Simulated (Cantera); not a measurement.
What does this Cantera script print?

```python
import numpy as np
import cantera as ct

gas_names = """
    Cu CuO Cu2 H HO2 H2 H2O H2O2 O OH O2 O3
""".split()
cond_names = """
    Cu(cr) Cu(L) CuO(s) CuO2H2(s) Cu2O(s) Cu2O(L) H2O(s) H2O(L)
""".split()


def load(file, names, dense=False):
    # The tables refer to 1 bar. Condensed volumes are neglected.
    table = {s.name: s for s in ct.Species.list_from_file(file)}
    out = []
    for n in names:
        d = dict(table[n].input_data)
        d["thermo"] = dict(d["thermo"], **{"reference-pressure": 1e5})
        if dense:
            d["equation-of-state"] = {"model": "constant-volume", "density": "1e6 g/cm^3"}
        out.append(ct.Species.from_dict(d))
    return out


gas = ct.Solution(thermo="ideal-gas", species=load("nasa_gas.yaml", gas_names))
cond = {s.name: ct.Solution(thermo="fixed-stoichiometry", species=[s], name=s.name)
        for s in load("nasa_condensed.yaml", cond_names, dense=True)}
atoms = {
    'Cu2O': {'Cu': 2, 'O': 1},
    'H2': {'H': 2},
    'H2O': {'H': 2, 'O': 1},
}
top_T = {'CuO(s)': 1390}  # K; cautious upper limits of use, not melting points


def equilibrate(T, P, feed):
    n = {}
    for name, mol in feed.items():
        for a, k in atoms[name].items():
            n[a] = n.get(a, 0.0) + k * mol
    gas.TPX = T, P, n
    mass = sum(n.values()) * gas.mean_molecular_weight
    gas.equilibrate("TP")
    valid = [c for c in cond.values() if c.min_temp <= T <= top_T.get(c.name, c.max_temp)]
    mix = ct.Mixture([(gas, mass / gas.mean_molecular_weight)] + [(c, 0.0) for c in valid])
    mix.T, mix.P = T, P
    mix.equilibrate("TP", solver="vcs", rtol=1e-11, max_steps=5000)
    return mix


results = []
feed = {'Cu2O': 1, 'H2': 49, 'H2O': 0.13}  # mol
T = 1200  # K
P = 210000  # Pa
mix = equilibrate(T, P, feed)
results.append((T, P, feed, dict(zip(mix.species_names, mix.species_moles))))
x = sorted(zip(gas.X, gas.species_names), reverse=True)
print(f"T = {T:g} K  P = {P:g} Pa  gas = {mix.phase_moles(0):.4g} mol")
print("   x: " + "  ".join(f"{s} {v:.3e}" for v, s in x if v > 0.001))
print("   condensed (mol): " + ("  ".join(f"{mix.phase(i).name} {mix.phase_moles(i):.4g}"
      for i in range(1, mix.n_phases) if mix.phase_moles(i) > 1e-12) or "none"))
```

Result:

```
T = 1200 K  P = 210000 Pa  gas = 49.13 mol
   x: H2 9.770e-01  H2O 2.300e-02
   condensed (mol): Cu(cr) 2
```

Cantera equilibrium calculation (NASA polynomials, part measured and part estimated; ideal gas, pure solids and liquids).
